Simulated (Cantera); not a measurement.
Input: 1 mol HCl, 0.21 mol H₂O, 11 mol N₂, equilibrated at 3077 °C and 1.33 mbar.

Method: chemical equilibrium by Gibbs-energy minimisation in Cantera with the NASA 1993 tables (ideal gas, pure condensed phases). Candidate condensed phases: H₂O, NH₄Cl; 29 gas species. Equilibrium is a limit: real reactors are often held back by kinetics, nucleation or transport.

Base state: N₂ 0.805, H 0.104, Cl 0.0732, O 0.0151, N 0.00259, NO 0.000256, HCl 8.85e-5, H₂ 8.38e-5 (mole fractions); condensed: gas only.

**Question.** What changes in the equilibrium state with this change: pressure from 1.33 mbar to 0.133 bar?

**Answer.** 
```
species   before     after
-------  -------  --------
N₂         0.805     0.818
H          0.104    0.0858
Cl        0.0732    0.0677
HCl      8.85e-5   0.00676
O         0.0151    0.0118
H₂O      3.95e-8  0.000210
H₂       8.38e-5   0.00573
OH       2.07e-5   0.00133
O₂       2.76e-6  0.000167
N        0.00259  0.000261
```

**Question.** What changes in the equilibrium state with this change: H₂O from 0.21 to 0.44 mol?

**Answer.** 
| species | before | after |
|---|---|---|
| N₂ | 0.805 | 0.766 |
| H | 0.104 | 0.131 |
| Cl | 0.0732 | 0.0697 |
| O | 0.0151 | 0.0301 |
| O₂ | 2.76e-6 | 1.10e-5 |
| OH | 2.07e-5 | 5.19e-5 |
| NO | 0.000256 | 0.000498 |
| H₂ | 8.38e-5 | 0.000133 |
